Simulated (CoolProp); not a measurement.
Aqueous potassium acetate as a coolant, at 6 °C, 1 atm.

Computed with CoolProp (Melinder's fits for secondary coolants).

```csv
mass %,freezing point (°C),density (kg/m³),cp (kJ/(kg K)),Prandtl number,viscosity (mPa s)
5.6,-2.3,1033,3.966,11.9,1.68
11.1,-5.2,1060,3.770,13.4,1.92
16.5,-8.5,1087,3.598,15.2,2.20
22,-13.0,1117,3.433,17.5,2.58
27.4,-19.3,1148,3.276,20.6,3.08
32.9,-28.0,1180,3.119,25.1,3.82
38.4,-38.8,1212,2.966,31.5,4.88
```
